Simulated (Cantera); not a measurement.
Feed: 1 mol ZrN, 0.37 mol H2, equilibrated at 1675 K and 133 Pa.

Equilibrium computed with Cantera from the NASA thermochemical tables; the gas is ideal and each condensed phase is pure. Candidate condensed phases: Zr, ZrN; 11 gas species. ZrN: taken at fixed stoichiometry. Equilibrium is a limit: real reactors are often held back by kinetics, nucleation or transport.

Base state: H2 0.997, H 0.00317 (mole fractions); condensed: ZrN(s).

Task: What changes in the equilibrium state with this change: pressure from 133 Pa to 1330 Pa?

Result: 
```json
[
 {"species": "H2", "before": "0.997", "after": "0.999"},
 {"species": "H", "before": "0.00317", "after": "0.00101"},
 {"species": "ZrN(s), mol", "before": "1.00", "after": "1.00"}
]
```
